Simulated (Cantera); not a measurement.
Gas mixture: NO = 0.22 (molar parts), at 6.12 atm, frozen composition.

Cantera's kinetic-theory transport with the Lennard-Jones parameters of GRI-Mech 3.0, ideal gas; thermal conductivity in the mixture-averaged form. The composition is frozen, though it would react at the higher temperatures.

D: mixture-averaged diffusion coefficient of that species in the mixture.

```json
[
 {"T (K)": "400", "ρ (kg/m³)": "5.59", "cp (J/kg/K)": "998.6", "μ (µPa s)": "23.1", "λ (mW/m/K)": "32.4", "Pr": "0.712", "D (cm²/s) H2": "0.207", "D (cm²/s) N2": "0.0554", "D (cm²/s) CH3": "0.0605"},
 {"T (K)": "600", "ρ (kg/m³)": "3.73", "cp (J/kg/K)": "1041", "μ (µPa s)": "30.6", "λ (mW/m/K)": "45.1", "Pr": "0.706", "D (cm²/s) H2": "0.408", "D (cm²/s) N2": "0.111", "D (cm²/s) CH3": "0.122"},
 {"T (K)": "800", "ρ (kg/m³)": "2.80", "cp (J/kg/K)": "1092", "μ (µPa s)": "…", "λ (mW/m/K)": "…", "Pr": "0.708", "D (cm²/s) H2": "…", "D (cm²/s) N2": "…", "D (cm²/s) CH3": "…"},
 {"T (K)": "1000", "ρ (kg/m³)": "2.24", "cp (J/kg/K)": "1133", "μ (µPa s)": "42.9", "λ (mW/m/K)": "68.6", "Pr": "0.709", "D (cm²/s) H2": "0.954", "D (cm²/s) N2": "0.260", "D (cm²/s) CH3": "0.289"},
 {"T (K)": "1200", "ρ (kg/m³)": "1.86", "cp (J/kg/K)": "1159", "μ (µPa s)": "…", "λ (mW/m/K)": "…", "Pr": "0.707", "D (cm²/s) H2": "…", "D (cm²/s) N2": "…", "D (cm²/s) CH3": "…"},
 {"T (K)": "1400", "ρ (kg/m³)": "1.60", "cp (J/kg/K)": "1181", "μ (µPa s)": "53.4", "λ (mW/m/K)": "89.4", "Pr": "0.706", "D (cm²/s) H2": "1.67", "D (cm²/s) N2": "0.456", "D (cm²/s) CH3": "0.506"}
]
```

Question: Some entries are withheld; supply them.

Answer: 
- 800, μ (µPa s): 37.1
- 800, λ (mW/m/K): 57.3
- 800, D (cm²/s) H2: 0.659
- 800, D (cm²/s) N2: 0.179
- 800, D (cm²/s) CH3: 0.198
- 1200, μ (µPa s): 48.4
- 1200, λ (mW/m/K): 79.3
- 1200, D (cm²/s) H2: 1.29
- 1200, D (cm²/s) N2: 0.353
- 1200, D (cm²/s) CH3: 0.391
